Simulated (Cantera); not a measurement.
Input: 1 mol SiHCl3, 51 mol N2, 5.9 mol H2, equilibrated at 1777 °C and 133 Pa.

Equilibrium computed with Cantera from the NASA thermochemical tables; the gas is ideal and each condensed phase is pure. The tables' values for SiCl, SiN are old estimates; treat these amounts as uncertain. Equilibrium is a limit: real reactors are often held back by kinetics, nucleation or transport.

```csv
species,before,after
N2,0.847,0.864
H2,0.0809,0.0843
HCl,0.0329,0.0512
H,0.0177,2.39e-6
Si,0.0101,<1e-9
SiCl2,0.00527,0.000102
SiCl,0.00100,<1e-9
SiN,7.86e-5,<1e-9
SiH,6.35e-5,<1e-9
Si2,2.05e-5,<1e-9
Si2N,1.72e-5,<1e-9
SiCl4,3.76e-9,1.73e-5
"Si3N4(s), mol",0,0.331
```
Gas species are given as mole fractions.

Q: What was changed between the two runs?
A. H2 from 5.9 to 17 mol
B. pressure from 133 Pa to 2300 Pa
C. temperature from 1777 °C to 950 °C
D. temperature from 1777 °C to 1625 °C

A: C, temperature from 1777 °C to 950 °C. N2 is the only nitrogen source here; it is nearly inert below about 1500 K, so the nitride shown seldom forms there in practice. The tables' values for SiCl3 are old estimates; treat these amounts as uncertain
